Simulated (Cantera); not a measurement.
## Hydrogen reduction and annealing atmospheres: Cu2O + H2 + N2

Charge: 1 mol Cu2O, 25 mol H2, 3.9 mol N2, held at 1325 K and 5.60 bar.

These are equilibrium values from Cantera (NASA tables, ideal gas, pure condensed phases), not measurements of a reactor. Candidate condensed phases: Cu, CuO, Cu(OH)2, Cu2O, H2O; 27 gas species. Kinetics and transport are ignored.

| Quantity | Result |
|---|---|
| x(H2) | 0.830 |
| x(N2) | 0.135 |
| x(H2O) | 0.0346 |
| x(NH3) | 0.000175 |
| n(Cu(s)) | 2.00 mol |
| gas amount | 28.89 mol |
| log10 activity of Cu(OH)2(s) (absent) | -11.01 |
